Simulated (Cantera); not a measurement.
An isothermal, constant-pressure homogeneous reactor starts with NO : N2 = 1 : 0.25 (molar parts), at 1998 K and 0.0133 bar.

Cantera simulation using GRI-Mech 3.0 (53 species, 325 reactions); the numbers are that mechanism's predictions, not measurements. Radical loss at walls, strong at low pressure, is not modelled.

Q: Predict: x(NO) at 7.00 s; x(NO2) at 7.00 s; x(O) at 7.00 s; x(N2O) at 7.00 s; x(N2) at 7.00 s; x(O2) at 7.00 s.

A: 
- x(NO) at 7.00 s = 0.431 (gas-phase equilibrium 0.00908)
- x(NO2) at 7.00 s = 7.78e-5 (gas-phase equilibrium 2.48e-6)
- x(O) at 7.00 s = 0.00258 (gas-phase equilibrium 0.00360)
- x(N2O) at 7.00 s = 4.11e-5 (gas-phase equilibrium 5.12e-8)
- x(N2) at 7.00 s = 0.384 (gas-phase equilibrium 0.594)
- x(O2) at 7.00 s = 0.183 (gas-phase equilibrium 0.393)
